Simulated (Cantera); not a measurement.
Source: NASA polynomial tables (part measured, part estimated), evaluated in Cantera. Values are per mole of reaction as written; species without (g) are pure solids or liquids, kept so even where they would boil at 1 bar.

Task: Between 350 and 550 K, where is each reaction favourable under standard conditions?
- 0.6667 Ti + Cl₂(g) ⇌ 0.6667 TiCl₃
- Fe + Cl₂(g) ⇌ FeCl₂(g)
- 0.6667 Al + Cl₂(g) ⇌ 0.6667 AlCl₃

Result: 
- 0.6667 Ti + Cl₂(g) ⇌ 0.6667 TiCl₃: ΔG° is -429 kJ at 350 K and -400 kJ at 550 K; it stays negative (K > 1). ΔH° is -478 kJ and ΔS° -142 J/K at 550 K.
- Fe + Cl₂(g) ⇌ FeCl₂(g): ΔG° is -158 kJ at 350 K and -168 kJ at 550 K; it stays negative (K > 1). ΔH° is -142 kJ and ΔS° 46 J/K at 550 K.
- 0.6667 Al + Cl₂(g) ⇌ 0.6667 AlCl₃: ΔG° is -411 kJ at 350 K and -383 kJ at 550 K; it stays negative (K > 1). ΔH° is -442 kJ and ΔS° -108 J/K at 550 K.
